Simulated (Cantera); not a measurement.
# Si + H2O + N2 (thermal oxidation and active oxidation of silicon)

A closed system holds: 1 mol Si, 0.0011 mol H2O, 170 mol N2.

Cantera equilibrium calculation (NASA polynomials, part measured and part estimated; ideal gas, pure solids and liquids). Candidate condensed phases: H2O, Si, SiO2, Si2N2O, Si3N4; 35 gas species. N2 is the only nitrogen source here; it is nearly inert below about 1500 K, so the nitride shown seldom forms there in practice. Mutual solubility and eutectic melting of coexisting phases are not modelled. Kinetics and transport are ignored.

Stable condensed phases:

```
T in °C \ P in Pa
            0.10     1.5      22     320    4600   68000 1000000
    975        A       A       B       B       B       B       B
    950        A       B       B       B       B       B       B
    925        A       B       B       B       B       B       B
    900        A       B       B       B       B       B       B
    875        B       B       B       B       B       B       B
    850        B       B       B       B       B       B       B
    825        B       B       B       B       B       B       B
    800        B       B       B       B       B       B       B
    775        B       B       B       B       B       B       B
    750        B       B       B       B       B       B       B
    725        B       B       B       B       B       B       B
    700        B       B       B       B       B       B       B
    675        B       B       B       B       B       B       B
```

A: Si3N4; B: Si2N2O + Si3N4.
